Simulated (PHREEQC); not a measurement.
**Acid mine or pickling water: speciation**

A made-up water analysis in mmol/kgw, 39 °C, pH 3.24, pe 9.4:

| constituent | mmol/kgw |
|---|---|
| Na | 3.56 |
| K | 0.331 |
| Ca | 0.8 |
| Mg | 0.723 |
| Cl | 2.7 |
| S(6) | 2.69 |
| O(0) (counted as O atoms) | 0.0126 |
| Si | 0.00232 |

Na is adjusted to close the charge balance.
Valence states are taken as typed.

Equilibrium calculation in PHREEQC: ion-association model, phreeqc.dat.

Precipitation was switched off in this run.

Problem. Predict the ionic strength.

Solution. ionic strength 0.0108 mol/kgw.

Problem. In which forms is Mg present?

Solution. Mg+2 76 %, MgSO4 24 % of the Mg.

Away from 25 °C the constants follow the database's enthalpies or fits; those with neither stay at their 25 °C values.
